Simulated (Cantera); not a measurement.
**Thermodynamics of hydrogen reduction and annealing atmospheres, feed Cu2O + H2**

A closed system holds: 1 mol Cu2O, a varied amount of H2, held at 10.0 Torr.

Cantera equilibrium calculation (NASA polynomials, part measured and part estimated; ideal gas, pure solids and liquids). Candidate condensed phases: Cu, CuO, Cu(OH)2, Cu2O, H2O; 12 gas species. The numbers say what is thermodynamically allowed, not how fast it happens.

Stable condensed phases:

```
T in °C \ n(H2) in mol
         1.4 3.2 7.6  18  41  97 230 530
   1627    A   A   A   B   B   B   B   B
   1602    A   A   A   A   B   B   B   B
   1577    A   A   A   A   B   B   B   B
   1552    A   A   A   A   B   B   B   B
   1527    A   A   A   A   A   B   B   B
   1502    A   A   A   A   A   B   B   B
   1477    A   A   A   A   A   B   B   B
   1452    A   A   A   A   A   A   B   B
   1427    A   A   A   A   A   A   B   B
   1402    A   A   A   A   A   A   A   B
   1377    A   A   A   A   A   A   A   B
   1352    A   A   A   A   A   A   A   B
   1327    A   A   A   A   A   A   A   A
```

A: Cu; B: gas only.
